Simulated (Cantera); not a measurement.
Standard-state values (1 bar) from the NASA 1993 polynomials, evaluated with Cantera. Values are per mole of reaction as written; species without (g) are pure solids or liquids, kept so even where they would boil at 1 bar.

**Question.** Between 300 and 1073 K, where is each reaction favourable under standard conditions?
- PbS = S + Pb
- 2 PbF₂ + 3 S = SF₄(g) + 2 PbS
- 3 PbS + SF₆(g) = 2 S₂(g) + 3 PbF₂

**Answer.** 
- PbS = S + Pb: ΔG° is 97 kJ at 300 K and 79 kJ at 1073 K; it stays positive (K < 1). ΔH° is 112 kJ and ΔS° 31 J/K at 1073 K.
- 2 PbF₂ + 3 S = SF₄(g) + 2 PbS: ΔG° is 346 kJ at 300 K and 282 kJ at 1073 K; it stays positive (K < 1). ΔH° is 318 kJ and ΔS° 33 J/K at 1073 K.
- 3 PbS + SF₆(g) = 2 S₂(g) + 3 PbF₂: ΔG° is -328 kJ at 300 K and -541 kJ at 1073 K; it stays negative (K > 1). ΔH° is -206 kJ and ΔS° 313 J/K at 1073 K.
